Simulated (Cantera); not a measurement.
Thermodynamics of boron, boron nitride and boron oxide, feed BCl₃ + O₂ + N₂

A closed system holds: 1 mol BCl₃, 0.78 mol O₂, a varied amount of N₂, equilibrated at 1927 °C and 0.133 bar.

Cantera equilibrium calculation (NASA polynomials, part measured and part estimated; ideal gas, pure solids and liquids). Candidate condensed phases: B, BN, B₂O₃; 25 gas species. The tables' values for BOCl are old estimates; treat these amounts as uncertain. Rates play no part.

| n(N₂) (mol) | x N₂ | x Cl | x B₂O₃ | x BOCl | x BO₂ | x O₂ | x NO |
|---|---|---|---|---|---|---|---|
| 17 | 0.829 | 0.135 | 0.0177 | 0.00971 | 0.00357 | 0.00220 | 0.00132 |
| 27 | 0.885 | 0.0912 | 0.0119 | 0.00620 | 0.00256 | 0.00127 | 0.00104 |
| 38 | 0.915 | 0.0673 | 0.00879 | 0.00438 | 0.00197 | 0.000827 | 0.000854 |
| 48 | 0.932 | 0.0544 | 0.00709 | 0.00343 | 0.00164 | 0.000607 | 0.000738 |
| 59 | 0.943 | 0.0450 | 0.00584 | 0.00276 | 0.00139 | 0.000458 | 0.000645 |
| 70 | 0.952 | 0.0383 | 0.00497 | 0.00230 | 0.00121 | 0.000361 | 0.000575 |
| 80 | 0.958 | 0.0338 | 0.00437 | 0.00200 | 0.00108 | 0.000299 | 0.000525 |
| 91 | 0.962 | 0.0299 | 0.00386 | 0.00174 | 0.000968 | 0.000248 | 0.000480 |
| 100 | 0.966 | 0.0273 | 0.00352 | 0.00157 | 0.000894 | 0.000216 | 0.000449 |
x: gas mole fraction; nothing condenses.

From 17 mol N₂ to 100 mol N₂ nothing is condensed. The main B-bearing gas is B₂O₃ throughout.
